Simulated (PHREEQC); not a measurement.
Consider water at 85 °C with 0.0011 mol H3PO4, 0.042 mol K2HPO4 and 0.0067 mol NiSO4 per kg of water. Closed to the air; pH follows from the charge balance.

Model: ion-association model, wateq4f.dat, run in PHREEQC.

```yaml
pH: 7.81
ionic_strength: 0.141 mol/kgw
total_alkalinity: 40.9 meq/kg
```

```csv
species,molality,activity,log γ
K+,0.0806,0.0574,-0.148
HPO4-2,0.0385,0.0114,-0.530
Ni+2,0.00545,0.00160,-0.533
SO4-2,0.00443,0.00129,-0.536
H2PO4-,0.00289,0.00215,-0.128
KHPO4-,0.00171,0.00127,-0.128
```

This is a speciation only: nothing precipitates in the calculation. H3PO4, which wateq4f.dat lacks, is added to it with the constant of phreeqc.dat. In wateq4f.dat the enthalpy of Ni(OH)2 has the wrong sign, so its saturation index can't be trusted away from 25 °C. At this temperature some constants are extrapolated from 25 °C, and those without enthalpy data are left unchanged. The database has no phosphate complexes of Ni.
